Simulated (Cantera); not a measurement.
An adiabatic, constant-pressure homogeneous reactor starts with H2 : O2 : N2 : H2O = 1 : 0.5 : 5 : 0.2 (molar parts), equivalence ratio 1.0, at 1798 K and 170000 Pa. Integrator tolerance rtol = 1e-08.

Model: the H2/O2 subset of GRI-Mech 3.0, which has no nitrogen chemistry, integrated in Cantera.

Task: How do the results move with these cheaper or finer settings: full GRI-Mech 3.0 in place of its H2/O2 subset; rtol 1e-08 to 0.01?

Result: 
```json
[
 {"setting": "as above", "time of steepest temperature rise": "6.90 µs", "temperature at 0.400 s": "2623 K", "equilibrium temperature": "2623 K", "x(H2) at 0.400 s": "0.0170", "integrator steps": "1125"},
 {"setting": "full GRI-Mech 3.0 in place of its H2/O2 subset", "time of steepest temperature rise": "6.91 µs", "temperature at 0.400 s": "2611 K", "equilibrium temperature": "2611 K", "x(H2) at 0.400 s": "0.0181", "integrator steps": "1198"},
 {"setting": "rtol 1e-08 to 0.01", "time of steepest temperature rise": "6.86 µs", "temperature at 0.400 s": "2622 K", "equilibrium temperature": "2623 K", "x(H2) at 0.400 s": "0.0172", "integrator steps": "168"}
]
```
